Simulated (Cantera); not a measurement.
# Ignition delay

Mixture: 43.1 % H₂, 12.0 % O₂, 44.9 % N₂, at 730000 Pa, adiabatic and at constant pressure. Ignition delay is the time to a rise of 400 K.

Cantera simulation using GRI-Mech 3.0 (53 species, 325 reactions); the numbers are that mechanism's predictions, not measurements. The hydrogen kinetics of GRI-Mech 3.0 are dated; newer H2 mechanisms differ, most at raised pressure. Where the delays flatten at high temperature, the 400 K rule measures the pace of heat release, not the induction time.

| T0 (K) | delay (ms) |
|---|---|
| 1423 | 0.00281 |
| 1498 | 0.00208 |
| 1573 | 0.00163 |
| 1648 | 0.00133 |
| 1723 | 0.00113 |
